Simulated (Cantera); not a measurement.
Input (Python, Cantera):

```python
import numpy as np
import cantera as ct

gas = ct.Solution("gri30.yaml")


def delay(T, t_max=10):
    gas.TPX = T, 100000, {'CH4': 1, 'CO': 0.037, 'O2': 4.69, 'N2': 17.8, 'H2O': 1}
    reactor = ct.IdealGasReactor(gas, clone=False)
    net = ct.ReactorNet([reactor])
    net.rtol, net.atol = 1e-8, 1e-16
    while net.time < t_max:
        t_old, T_old = net.time, reactor.T
        net.step()
        if reactor.T > T + 400:  # ignition: a rise of 400 K
            return t_old + (T + 400 - T_old) / (reactor.T - T_old) * (net.time - t_old)
    return np.nan


taus = []
for T in [1150, 1200, 1250, 1300, 1350, 1400, 1450, 1500, 1550]:
    taus.append(delay(T))
    print(f"T0 = {T:6g} K   tau = {taus[-1]:.4e} s")
```

Output:

```
T0 =   1150 K   tau = 6.5614e-02 s
T0 =   1200 K   tau = 3.1591e-02 s
T0 =   1250 K   tau = 1.5823e-02 s
T0 =   1300 K   tau = 8.2432e-03 s
T0 =   1350 K   tau = 4.4699e-03 s
T0 =   1400 K   tau = 2.5265e-03 s
T0 =   1450 K   tau = 1.4907e-03 s
T0 =   1500 K   tau = 9.1813e-04 s
T0 =   1550 K   tau = 5.8898e-04 s
```

Detailed kinetics in Cantera: GRI-Mech 3.0 (53 species, 325 reactions).
